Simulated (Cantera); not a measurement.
# NO annealing gas

A perfectly stirred reactor is fed with NO : N2 = 1 : 0.16 (molar parts), at 10.00 Torr; it is held at 2198 K, and followed from long to short residence time.

Model: GRI-Mech 3.0 (53 species, 325 reactions), integrated in Cantera. Radical loss at walls, strong at low pressure, is not modelled.

```json
[
 {"τ (s)": "0.75", "x NO": "0.513", "x O2": "0.168", "x N2": "0.310", "x NO2": "6.77e-5", "x O": "0.00946"},
 {"τ (s)": "0.39", "x NO": "0.668", "x O2": "0.0918", "x N2": "0.233", "x NO2": "6.42e-5", "x O": "0.00724"},
 {"τ (s)": "0.20", "x NO": "0.774", "x O2": "0.0404", "x N2": "0.181", "x NO2": "4.85e-5", "x O": "0.00515"},
 {"τ (s)": "0.10", "x NO": "0.826", "x O2": "0.0152", "x N2": "0.155", "x NO2": "3.23e-5", "x O": "0.00353"},
 {"τ (s)": "0.054", "x NO": "0.847", "x O2": "0.00592", "x N2": "0.145", "x NO2": "2.19e-5", "x O": "0.00245"},
 {"τ (s)": "0.028", "x NO": "0.856", "x O2": "0.00194", "x N2": "0.140", "x NO2": "1.41e-5", "x O": "0.00154"},
 {"τ (s)": "0.015", "x NO": "0.859", "x O2": "0.000597", "x N2": "0.139", "x NO2": "8.48e-6", "x O": "0.000894"},
 {"τ (s)": "0.0075", "x NO": "0.861", "x O2": "0.000143", "x N2": "0.138", "x NO2": "4.16e-6", "x O": "0.000438"},
 {"τ (s)": "0.0039", "x NO": "0.862", "x O2": "3.51e-5", "x N2": "0.138", "x NO2": "1.85e-6", "x O": "0.000211"},
 {"τ (s)": "0.0020", "x NO": "0.862", "x O2": "8.36e-6", "x N2": "0.138", "x NO2": "7.20e-7", "x O": "9.92e-5"}
]
```
x: mole fraction; the columns are a selection and need not sum to one.
